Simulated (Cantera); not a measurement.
A perfectly stirred reactor is fed with C₂H₆ : N₂ = 1 : 190 (molar parts), at 0.691 atm; it is held at 1950 K, and followed from long to short residence time.

Model: GRI-Mech 3.0 (53 species, 325 reactions), integrated in Cantera. GRI-Mech 3.0 stops at C3 and has no aromatics, soot or wall deposition, so with more carbon than oxygen in the feed, carbon stays in small species such as C2H2 where larger ones or solid carbon would form.

Q: What does this change do: C2H6 1 to 1.9 parts?

A: 
| quantity | before | after |
|---|---|---|
| x(C₂H₆) at τ = 8.60 s | 5.84e-9 | 1.07e-8 |
| x(CH₄) at τ = 8.60 s | 2.37e-5 | 5.19e-5 |
| x(HCN) at τ = 8.60 s | 0.00285 | 0.00294 |
| x(CH₃) at τ = 8.60 s | 6.46e-6 | 1.04e-5 |
| x(C₂H₄) at τ = 8.60 s | 2.83e-7 | 1.06e-6 |
| x(C₂H₆) at τ = 0.150 s | 3.38e-7 | 6.08e-7 |
| x(CH₄) at τ = 0.150 s | 0.000176 | 0.000355 |
| x(HCN) at τ = 0.150 s | 0.000894 | 0.000756 |
| x(CH₃) at τ = 0.150 s | 5.47e-5 | 8.16e-5 |
| x(C₂H₄) at τ = 0.150 s | 3.16e-6 | 5.66e-6 |

Q: What does this change do: temperature 1950 to 1225 K?

A: 
```tsv
quantity	before	after
x(C₂H₆) at τ = 8.60 s	5.84e-9	4.11e-5
x(CH₄) at τ = 8.60 s	2.37e-5	0.000856
x(HCN) at τ = 8.60 s	0.00285	4.00e-10
x(CH₃) at τ = 8.60 s	6.46e-6	1.02e-6
x(C₂H₄) at τ = 8.60 s	2.83e-7	0.000485
x(C₂H₆) at τ = 0.150 s	3.38e-7	0.000690
x(CH₄) at τ = 0.150 s	0.000176	0.000541
x(HCN) at τ = 0.150 s	0.000894	6.40e-10
x(CH₃) at τ = 0.150 s	5.47e-5	4.24e-6
x(C₂H₄) at τ = 0.150 s	3.16e-6	0.00230
```
